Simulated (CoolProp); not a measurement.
Saturated liquid density (kg/m³) of R1224YDZ: the reference equation beside estimates from Tc = 155.5 °C, pc = 3.334 MPa, ω = 0.325.

The numbers come from the reference Helmholtz-energy equation of state, Akasaka 2023 in CoolProp.

```tsv
T (°C)	reference	van der Waals	Redlich-Kwong
37.45	1325	775.4	1118
42.55	1310	[?]	1103
47.65	[?]	757.7	1087
52.75	[?]	748.5	1070
57.85	1263	739.1	1053
62.95	1247	729.4	1036
68.05	[?]	719.4	1018
73.15	1213	709.0	[?]
78.25	[?]	698.3	980.0
83.35	1177	687.3	[?]
88.45	1158	675.8	939.4
93.55	1138	663.9	917.8
```

Fill in the missing entries.


- 42.55, van der Waals: 766.7
- 47.65, reference: 1295
- 52.75, reference: 1279
- 68.05, reference: 1230
- 73.15, Redlich-Kwong: 999.2
- 78.25, reference: 1195
- 83.35, Redlich-Kwong: 960.0

Absolute difference from the reference over all 12 rows, mean and median: van der Waals 41.5 and 41.5 %, Redlich-Kwong 17.2 and 17.1 %.
